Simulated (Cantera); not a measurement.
What does this Cantera script print?

```python
import numpy as np
import cantera as ct

gas_names = """
    H HO2 H2 H2O H2O2 H2S H2SO4 O OH O2 O3 S SH SO SO2 SO3 S2 S2O S8
""".split()
cond_names = """
    H2O(s) H2O(L) H2SO4(L) S(cr1) S(cr2) S(L)
""".split()


def load(file, names, dense=False):
    # The tables refer to 1 bar. Condensed volumes are neglected.
    table = {s.name: s for s in ct.Species.list_from_file(file)}
    out = []
    for n in names:
        d = dict(table[n].input_data)
        d["thermo"] = dict(d["thermo"], **{"reference-pressure": 1e5})
        if dense:
            d["equation-of-state"] = {"model": "constant-volume", "density": "1e6 g/cm^3"}
        out.append(ct.Species.from_dict(d))
    return out


gas = ct.Solution(thermo="ideal-gas", species=load("nasa_gas.yaml", gas_names))
cond = {s.name: ct.Solution(thermo="fixed-stoichiometry", species=[s], name=s.name)
        for s in load("nasa_condensed.yaml", cond_names, dense=True)}
atoms = {
    'SO2': {'S': 1, 'O': 2},
    'H2': {'H': 2},
    'O2': {'O': 2},
}
top_T = {}  # K; cautious upper limits of use, not melting points


def equilibrate(T, P, feed):
    n = {}
    for name, mol in feed.items():
        for a, k in atoms[name].items():
            n[a] = n.get(a, 0.0) + k * mol
    gas.TPX = T, P, n
    mass = sum(n.values()) * gas.mean_molecular_weight
    gas.equilibrate("TP")
    valid = [c for c in cond.values() if c.min_temp <= T <= top_T.get(c.name, c.max_temp)]
    mix = ct.Mixture([(gas, mass / gas.mean_molecular_weight)] + [(c, 0.0) for c in valid])
    mix.T, mix.P = T, P
    mix.equilibrate("TP", solver="vcs", rtol=1e-11, max_steps=5000)
    return mix


results = []
feed = {'SO2': 1, 'H2': 0.79, 'O2': 0.023}  # mol
P = 100000  # Pa
for T in [2575, 2625, 2675, 2725, 2775, 2825, 2875]:
    mix = equilibrate(T, P, feed)
    results.append((T, P, feed, dict(zip(mix.species_names, mix.species_moles))))
    x = sorted(zip(gas.X, gas.species_names), reverse=True)
    print(f"T = {T:g} K  P = {P:g} Pa  gas = {mix.phase_moles(0):.4g} mol")
    print("   x: " + "  ".join(f"{s} {v:.3e}" for v, s in x if v > 0.001))
    print("   condensed (mol): " + ("  ".join(f"{mix.phase(i).name} {mix.phase_moles(i):.4g}"
          for i in range(1, mix.n_phases) if mix.phase_moles(i) > 1e-12) or "none"))
```

It prints:

```
T = 2575 K  P = 100000 Pa  gas = 1.735 mol
   x: SO2 3.595e-01  H2O 3.245e-01  SO 1.248e-01  H2 1.122e-01  S2 3.145e-02  H 1.160e-02  SH 1.140e-02  S 1.055e-02  OH 7.558e-03  H2S 3.488e-03  S2O 1.926e-03
   condensed (mol): none
T = 2625 K  P = 100000 Pa  gas = 1.747 mol
   x: SO2 3.534e-01  H2O 3.173e-01  SO 1.335e-01  H2 1.143e-01  S2 2.773e-02  H 1.435e-02  S 1.204e-02  SH 1.153e-02  OH 9.464e-03  H2S 3.078e-03  S2O 1.729e-03
   condensed (mol): none
T = 2675 K  P = 100000 Pa  gas = 1.76 mol
   x: SO2 3.470e-01  H2O 3.100e-01  SO 1.419e-01  H2 1.158e-01  S2 2.426e-02  H 1.758e-02  S 1.358e-02  OH 1.175e-02  SH 1.156e-02  H2S 2.702e-03  S2O 1.541e-03  O2 1.236e-03  O 1.141e-03
   condensed (mol): none
T = 2725 K  P = 100000 Pa  gas = 1.774 mol
   x: SO2 3.401e-01  H2O 3.025e-01  SO 1.498e-01  H2 1.169e-01  H 2.133e-02  S2 2.107e-02  S 1.515e-02  OH 1.448e-02  SH 1.150e-02  H2S 2.359e-03  O2 1.751e-03  O 1.678e-03  S2O 1.366e-03
   condensed (mol): none
T = 2775 K  P = 100000 Pa  gas = 1.789 mol
   x: SO2 3.327e-01  H2O 2.947e-01  SO 1.573e-01  H2 1.175e-01  H 2.566e-02  S2 1.820e-02  OH 1.769e-02  S 1.676e-02  SH 1.135e-02  O2 2.456e-03  O 2.437e-03  H2S 2.051e-03  S2O 1.205e-03
   condensed (mol): none
T = 2825 K  P = 100000 Pa  gas = 1.806 mol
   x: SO2 3.247e-01  H2O 2.864e-01  SO 1.642e-01  H2 1.176e-01  H 3.062e-02  OH 2.143e-02  S 1.839e-02  S2 1.567e-02  SH 1.115e-02  O 3.495e-03  O2 3.408e-03  H2S 1.778e-03  S2O 1.059e-03
   condensed (mol): none
T = 2875 K  P = 100000 Pa  gas = 1.825 mol
   x: SO2 3.159e-01  H2O 2.776e-01  SO 1.707e-01  H2 1.173e-01  H 3.624e-02  OH 2.573e-02  S 2.006e-02  S2 1.349e-02  SH 1.090e-02  O 4.947e-03  O2 4.670e-03  H2S 1.539e-03
   condensed (mol): none
```

Method: chemical equilibrium by Gibbs-energy minimisation in Cantera with the NASA 1993 tables (ideal gas, pure condensed phases).
